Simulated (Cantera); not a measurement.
Charge: 1 mol Al(CH3)3, 330 mol NH3, 3.2 mol N2, equilibrated at 32000 Pa.

These are equilibrium values from Cantera (NASA tables, ideal gas, pure condensed phases), not measurements of a reactor. Candidate condensed phases: Al, AlN, C, C6H6, C7H8, C8H18; 97 gas species. The feed counts by its element totals alone. Rates play no part.

x: gas mole fraction; n: condensed amount in mol.

| T (K) | x H2 | x N2 | x CH4 | x HCN | x H | n AlN(s) | n C(graphite) |
|---|---|---|---|---|---|---|---|
| 1075 | 0.743 | 0.252 | 0.00451 | 3.89e-6 | 2.24e-8 | 1.00 | 0 |
| 1150 | 0.743 | 0.252 | (withheld) | (withheld) | (withheld) | 1.00 | (withheld) |
| 1225 | 0.746 | 0.252 | 0.00234 | 4.24e-5 | 4.76e-7 | 1.00 | 1.42 |
| 1300 | 0.747 | 0.252 | 0.00140 | 8.98e-5 | 1.69e-6 | 1.00 | 2.00 |
| 1375 | 0.747 | 0.251 | 0.000890 | 0.000175 | 5.24e-6 | 1.00 | 2.29 |
| 1450 | 0.748 | 0.251 | 0.000591 | 0.000318 | 1.45e-5 | 1.00 | 2.39 |
| 1525 | 0.748 | 0.251 | 0.000408 | 0.000545 | 3.62e-5 | 1.000 | 2.34 |
| 1600 | 0.748 | 0.251 | 0.000292 | 0.000887 | 8.31e-5 | 1.000 | 2.17 |
| 1675 | 0.747 | 0.251 | 0.000215 | 0.00138 | 0.000177 | 1.000 | 1.85 |
| 1750 | 0.747 | 0.250 | (withheld) | (withheld) | (withheld) | 0.999 | (withheld) |
| 1825 | 0.746 | 0.250 | 0.000126 | 0.00299 | 0.000673 | 0.995 | 0.624 |

Task: Some entries are withheld; supply them.

Result: 
- 1750, x CH4: 0.000163
- 1750, x HCN: 0.00207
- 1750, x H: 0.000355
- 1750, n C(graphite): 1.35
- 1150, x CH4: 0.00414
- 1150, x HCN: 1.81e-5
- 1150, x H: 1.14e-7
- 1150, n C(graphite): 0.237
